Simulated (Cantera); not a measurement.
Feed: 1 mol SiF₄, 0.89 mol O₃, 0.85 mol H₂, at 0.00220 bar.

Cantera equilibrium calculation (NASA polynomials, part measured and part estimated; ideal gas, pure solids and liquids). Candidate condensed phases: H₂O, Si, SiO₂; 38 gas species. The tables' values for SiF₃ are old estimates; treat these amounts as uncertain. The tables hold silica as quartz up to 1696 K and as liquid above; real silica turns to tridymite and cristobalite and melts near 1996 K. Rates play no part.

Problem. At 1825 K, list the 6 most abundant gas species with their mole fractions, and the condensed phases.

Solution. HF 0.527, O₂ 0.285, SiF₄ 0.182, H₂O 0.00328, O 0.00175, OH 0.000722. Condensed: SiO₂(condensed).
